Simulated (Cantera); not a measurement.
Charge: 1 mol S, 4.5 mol O2, 0.16 mol H2, at 133 Pa.

Cantera equilibrium calculation (NASA polynomials, part measured and part estimated; ideal gas, pure solids and liquids). Candidate condensed phases: H2O, H2SO4, S; 19 gas species. The numbers say what is thermodynamically allowed, not how fast it happens. All values below are at 2250 K.

Base state: O2 0.666, SO2 0.199, O 0.0824, H2O 0.0194, OH 0.0187, SO 0.00742, H 0.00646, H2 0.00101 (mole fractions); condensed: gas only.

Task: What changes in the equilibrium state with this change: O2 from 4.5 to 0.11 mol?

Result: 
```tsv
species	before	after
S2	4.49e-8	0.350
S	7.92e-5	0.221
SO	0.00742	0.163
O2	0.666	4.10e-5
SH	7.88e-7	0.0237
O	0.0824	0.000647
H2	0.00101	0.117
OH	0.0187	0.00158
H	0.00646	0.0696
SO2	0.199	0.0342
H2O	0.0194	0.0177
H2S	2.52e-9	0.000816
S2O	1.17e-8	0.000717
SO3	1.79e-5	2.41e-8
```
